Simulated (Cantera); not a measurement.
A closed system holds: 1 mol SiH4, 15 mol NH3, 21 mol N2, held at 1248.15 K and 0.0100 bar.

Equilibrium computed with Cantera from the NASA thermochemical tables; the gas is ideal and each condensed phase is pure. Candidate condensed phases: Si, Si3N4; 18 gas species. The numbers say what is thermodynamically allowed, not how fast it happens.

Base state: N2 0.532, H2 0.468 (mole fractions); condensed: Si3N4(s).

Question: What changes in the equilibrium state with this change: SiH4 replaced by SiF4?

Answer: 
```csv
species,before,after
N2,0.532,0.548
H2,0.468,0.431
SiF4,0,0.0183
HF,0,0.00213
SiF3,0,0.000317
SiHF3,0,0.000205
"Si3N4(s), mol",0.333,0.00691
```
The tables' values for SiF3 are old estimates; treat these amounts as uncertain.
